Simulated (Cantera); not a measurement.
Cantera run:

```python
import numpy as np
import cantera as ct

gas_names = [...]  # 116 gases of nasa_gas.yaml made of C, H, Mg, O
cond_names = """
    C(gr) C6H6(L) C7H8(L) C8H18(L),n-octa H2O(s) H2O(L) Mg(cr) Mg(L) MgCO3(s) MgO(s) MgO(L) MgO2H2(s)
""".split()


# ... load() reads the species with a 1 bar reference pressure and builds the phases ...
atoms = {
    'MgO': {'Mg': 1, 'O': 1},
    'C': {'C': 1},
    'H2': {'H': 2},
}
top_T = {'C(gr)': 4500}  # K; cautious upper limits of use, not melting points


# ... equilibrate(T, P, feed) seeds the gas with the atoms and calls Mixture.equilibrate('TP', solver="vcs", rtol=1e-11, max_steps=5000) ...
results = []
feed = {'MgO': 1, 'C': 7.3, 'H2': 0.46}  # mol
P = 10000  # Pa
for T in [1325, 1425, 1525, 1625, 1725, 1825, 1925]:
    mix = equilibrate(T, P, feed)
    results.append((T, P, feed, dict(zip(mix.species_names, mix.species_moles))))

top = {s: max(r[3][s] / sum(r[3][g] for g in gas_names) for r in results) for s in gas_names}
cols = sorted((s for s in top if top[s] > 1e-05), key=lambda s: -top[s])[:7]
seen = [c for c in cond_names if any(r[3].get(c, 0) > 1e-12 for r in results)]
print("log10 of partial pressures in bar; condensed amounts in mol")
print(f"{'T/K':>10s}" + "".join(f"{s[:9]:>10s}" for s in cols + seen))
for T, P, feed, n in results:
    ng = sum(n[g] for g in gas_names)
    print(f"{T:10.4g}" + "".join(f"{np.log10(max(n[s] / ng * P / 1e5, 1e-99)):10.3f}" for s in cols)
          + "".join(f"{n.get(c, 0):10.4g}" for c in seen))
```

Result:

```
log10 of partial pressures in bar; condensed amounts in mol
       T/K        H2        CO        Mg         H       MgH       CH4 C2H2,acet     C(gr)    MgO(s)
      1325    -1.001    -4.544    -4.545    -6.287    -7.124    -4.174    -7.071       7.3    0.9999
      1425    -1.002    -3.684    -3.685    -5.667    -6.209    -4.428    -6.455     7.299     0.999
      1525    -1.010    -2.939    -2.941    -5.131    -5.420    -4.662    -5.928     7.294    0.9946
      1625    -1.047    -2.288    -2.290    -4.675    -4.745    -4.927    -5.496     7.274    0.9736
      1725    -1.212    -1.715    -1.716    -4.337    -4.216    -5.424    -5.247     7.156    0.8558
      1825    -1.730    -1.391    -1.392    -4.221    -4.117    -6.609    -5.398       6.3         0
      1925    -1.731    -1.391    -1.392    -3.885    -4.087    -6.744    -5.070       6.3         0
```

Equilibrium computed with Cantera from the NASA thermochemical tables; the gas is ideal and each condensed phase is pure. The tables' values for MgH are old estimates; treat these amounts as uncertain.
